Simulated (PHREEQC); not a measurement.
0.084 g of hydrous ferric oxide (600 m²/g; 0.2 weak and 0.005 strong sites per Fe, Dzombak-Morel constants, diffuse double layer) in 1 kg of water with 0.3 mol/kgw of an inert sodium salt and 1.1e-06 mol MnCl2, at 25 °C; the pH is set by adding NaOH or the inert anion's acid. The system is closed to oxygen. No CO2 enters from the air. Nothing may precipitate in this run.

Computed with PHREEQC (ion-association model, wateq4f.dat).

Q: Predict surface charge σ (C/m²) at pH = 4, 4.5, 5.

A: 
```csv
pH,surface charge σ (C/m²)
4,0.349
4.5,0.318
5,0.269
```
